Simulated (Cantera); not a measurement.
**Premixed flame**

A freely propagating, adiabatic, planar premixed flame of CH4 : CO : O2 : N2 = 1.3 : 0.1 : 2.07 : 7.79 (molar parts), unburnt at 423 K and 1.00 bar; mixture-averaged transport, grid criteria slope 0.08 and curve 0.16, no radiation.

Detailed kinetics in Cantera: GRI-Mech 3.0 (53 species, 325 reactions). Burning velocities carry a grid error of a few per cent, more on coarse grids.

```tsv
z (mm)	T (K)	u (m/s)	x CH4	x CO	x O2	x H2	x HCN	x C2H6
-1.34	423	0.533	0.115	0.00887	0.183	0.00180	<1e-8	2.70e-8
-0.893	426	0.538	0.115	0.00889	0.183	0.00546	<1e-8	6.62e-7
-0.670	440	0.558	0.113	0.00911	0.181	0.0102	2.79e-8	5.93e-6
-0.446	545	0.698	0.105	0.0116	0.173	0.0196	4.08e-7	0.000104
-0.223	1040	1.36	0.0707	0.0293	0.131	0.0331	4.25e-6	0.00117
-0.112	1459	1.93	0.0382	0.0494	0.0863	0.0396	9.74e-6	0.00132
0	1824	2.44	0.00989	0.0694	0.0393	0.0423	1.87e-5	0.000168
0.112	1986	2.66	0.00102	0.0734	0.0132	0.0395	2.28e-5	2.02e-6
0.223	2028	2.70	6.73e-5	0.0684	0.00468	0.0374	1.60e-5	1.07e-8
0.446	2053	2.73	3.67e-7	0.0624	0.00160	0.0376	5.72e-6	<1e-8
0.893	2077	2.75	<1e-8	0.0604	0.000986	0.0381	9.91e-7	<1e-8
1.79	2106	2.79	<1e-8	0.0604	0.000585	0.0381	7.42e-8	<1e-8
3.57	2131	2.82	<1e-8	0.0607	0.000275	0.0380	<1e-8	<1e-8
```
x: mole fraction of selected species; z is measured from the peak of heat release.

| Item | Value |
|---|---|
| laminar burning velocity | 53.1 cm/s |
| thermal thickness | 0.446 mm |
| peak x(H2) | 0.0424 |
| peak x(HCN) | 2.32e-5 |
| peak x(C2H6) | 0.00151 |
| grid points | 148 |
